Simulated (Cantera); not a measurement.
Feed: 1 mol CO₂, 0.11 mol H₂O, 5.7 mol H₂, equilibrated at 170 bar.

Equilibrium computed with Cantera from the NASA thermochemical tables; the gas is ideal and each condensed phase is pure. Candidate condensed phases: C, C₆H₆, C₇H₈, C₈H₁₈, H₂O; 110 gas species. The ideal-gas law is rough above about 30 bar. Rates play no part.

log p: log10 of the partial pressure in bar; nothing condenses.

```tsv
T (°C)	log p H₂	log p H₂O	log p CH₄	log p CO	log p CO₂	log p H	log p OH
602	1.78	1.87	1.55	-2.17	-1.65	-9.41	<-9
752	1.80	1.86	1.53	-0.32	-0.15	-7.46	<-9
902	1.90	1.77	1.40	0.65	0.42	-5.96	-8.25
1052	1.99	1.63	1.13	1.10	0.46	-4.79	-6.99
1202	2.05	…	…	…	…	…	…
1352	2.07	1.44	0.15	1.35	0.23	-3.12	-5.12
1502	2.07	1.43	-0.41	1.37	0.15	-2.50	-4.35
1652	2.07	1.43	-0.91	1.37	0.09	-1.98	-3.69
1802	2.07	1.43	-1.34	1.38	0.04	-1.54	-3.13
1952	2.07	1.43	-1.71	1.38	0.00	-1.15	-2.64
2102	2.07	1.43	…	1.38	-0.03	…	…
2252	2.07	1.43	-2.31	1.38	-0.06	-0.52	-1.83
2402	2.07	1.43	-2.56	1.38	-0.08	-0.25	-1.50
2552	2.07	1.43	-2.78	1.38	-0.11	-0.01	-1.20
```

Task: Fill in the missing entries.

Result: 
- 2102, log p CH₄: -2.03
- 2102, log p H: -0.81
- 2102, log p OH: -2.21
- 1202, log p H₂O: 1.51
- 1202, log p CH₄: 0.70
- 1202, log p CO: 1.28
- 1202, log p CO₂: 0.35
- 1202, log p H: -3.86
- 1202, log p OH: -5.99
